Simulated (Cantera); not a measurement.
A perfectly stirred reactor is fed with CH4 : H2 = 1 : 1.9 (molar parts), at 85.0 Pa; it is held at 1375 K, and followed from long to short residence time.

Detailed kinetics in Cantera: GRI-Mech 3.0 (53 species, 325 reactions). GRI-Mech 3.0 stops at C3 and has no aromatics, soot or wall deposition, so with more carbon than oxygen in the feed, carbon stays in small species such as C2H2 where larger ones or solid carbon would form. Radical loss at walls, strong at low pressure, is not modelled.

Task: What does this change do: temperature 1375 to 1575 K?

Result: 
| quantity | before | after |
|---|---|---|
| x(CH4) at τ = 4.80 s | 0.344 | 0.210 |
| x(H2) at τ = 4.80 s | 0.655 | 0.738 |
| x(C2H4) at τ = 4.80 s | 0.000109 | 0.00255 |
| x(H) at τ = 4.80 s | 1.15e-5 | 0.000355 |
| x(CH3) at τ = 4.80 s | 0.000120 | 0.00202 |
| x(CH4) at τ = 0.190 s | 0.345 | 0.344 |
| x(H2) at τ = 0.190 s | 0.655 | 0.655 |
| x(C2H4) at τ = 0.190 s | 8.31e-9 | 5.00e-5 |
| x(H) at τ = 0.190 s | 4.64e-7 | 3.13e-5 |
| x(CH3) at τ = 0.190 s | 4.84e-6 | 0.000331 |

Task: What does this change do: temperature 1375 to 1675 K?

Result: 
```json
[
 {"quantity": "x(CH4) at τ = 4.80 s", "before": "0.344", "after": "0.117"},
 {"quantity": "x(H2) at τ = 4.80 s", "before": "0.655", "after": "0.796"},
 {"quantity": "x(C2H4) at τ = 4.80 s", "before": "0.000109", "after": "0.00131"},
 {"quantity": "x(H) at τ = 4.80 s", "before": "1.15e-5", "after": "0.000868"},
 {"quantity": "x(CH3) at τ = 4.80 s", "before": "0.000120", "after": "0.00256"},
 {"quantity": "x(CH4) at τ = 0.190 s", "before": "0.345", "after": "0.337"},
 {"quantity": "x(H2) at τ = 0.190 s", "before": "0.655", "after": "0.659"},
 {"quantity": "x(C2H4) at τ = 0.190 s", "before": "8.31e-9", "after": "0.00122"},
 {"quantity": "x(H) at τ = 0.190 s", "before": "4.64e-7", "after": "0.000194"},
 {"quantity": "x(CH3) at τ = 0.190 s", "before": "4.84e-6", "after": "0.00198"}
]
```
